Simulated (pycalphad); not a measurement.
An equivalent pycalphad script:

```python
from pycalphad import Database, equilibrium, calculate, variables as v
import numpy as np
db = Database('COST507.tdb')
comps = ['SN', 'SI', 'VA']
phases = ['BCT_A5', 'DIAMOND_A4', 'LIQUID']
eq = equilibrium(db, comps, phases, {v.X('SI'): 0.558, v.T: np.arange(2350, 499, -40), v.P: 101325, v.N: 1}, output=['HM', 'SM'])
```

All values are pycalphad results on the COST 507 light-alloy database (1999) (1 atm), not direct measurements. These are 1990s assessments: newer ones move some temperatures and phases. Amounts are mole fractions of atoms.

Results at three of the temperatures:

```
T = 1270.00 K, P = 101325 Pa, N = 1 mol of atoms
G = -69149 J/mol, H = 29961 J/mol, S = 78.04 J/(mol K)  (SER reference)
chemical potentials (J/mol): Sn -100828, Si -44055
phase             fraction      x(Sn)      x(Si)
DIAMOND_A4          0.5442    3.7e-07     1.0000
LIQUID              0.4558     0.9698     0.0302
```

```
T = 950.00 K, P = 101325 Pa, N = 1 mol of atoms
G = -45574 J/mol, H = 20174 J/mol, S = 69.21 J/(mol K)  (SER reference)
chemical potentials (J/mol): Sn -67699, Si -28049
phase             fraction      x(Sn)      x(Si)
DIAMOND_A4          0.5571    4.4e-07     1.0000
LIQUID              0.4429     0.9979     0.0021
```

```
T = 830.00 K, P = 101325 Pa, N = 1 mol of atoms
G = -37488 J/mol, H = 16882 J/mol, S = 65.51 J/(mol K)  (SER reference)
chemical potentials (J/mol): Sn -56110, Si -22736
phase             fraction      x(Sn)      x(Si)
DIAMOND_A4          0.5578    4.3e-07     1.0000
LIQUID              0.4422     0.9995   0.000507
```

Changes of the phase set, refined by bisection:

```tsv
T (°C)	phases above	phases below
1349.4	liquid	diamond (Si) + liquid
```

DIAMOND_A4 is diamond (Si).
